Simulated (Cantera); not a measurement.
Charge: 1 mol H2O, 0.46 mol N2, equilibrated at 2475 K and 1.10 bar.

Method: chemical equilibrium by Gibbs-energy minimisation in Cantera with the NASA 1993 tables (ideal gas, pure condensed phases). Candidate condensed phases: H2O; 24 gas species. The numbers say what is thermodynamically allowed, not how fast it happens.

Base state: H2O 0.629, N2 0.306, H2 0.0309, OH 0.0154, O2 0.0104, H 0.00377, NO 0.00305, O 0.00124 (mole fractions); condensed: gas only.

Task: What changes in the equilibrium state with this change: temperature from 2475 K to 973.15 K?

Result: 
| species | before | after |
|---|---|---|
| H2O | 0.629 | 0.685 |
| N2 | 0.306 | 0.315 |
| H2 | 0.0309 | 1.11e-7 |
| OH | 0.0154 | 3.80e-9 |
| O2 | 0.0104 | 5.10e-8 |
| H | 0.00377 | <1e-9 |
| O | 0.00124 | <1e-9 |
| NO | 0.00305 | 7.20e-9 |
